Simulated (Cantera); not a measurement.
Charge: 1 mol BF₃, 0.79 mol H₂O, 0.43 mol N₂, equilibrated at 0.100 bar.

These are equilibrium values from Cantera (NASA tables, ideal gas, pure condensed phases), not measurements of a reactor. Candidate condensed phases: B, BN, B₂O₃, B₃O₃H₃, H₂O; 62 gas species. Gases not in the tables: H₃BO₃. Equilibrium is a limit: real reactors are often held back by kinetics, nucleation or transport.

At 1075 °C, list the 6 most abundant gas species with their mole fractions, and the condensed phases.

HF 0.334, BF₃ 0.248, N₂ 0.176, H₂O 0.154, BOF 0.0458, B₃O₃F₃ 0.0354. Condensed: B₂O₃(l).
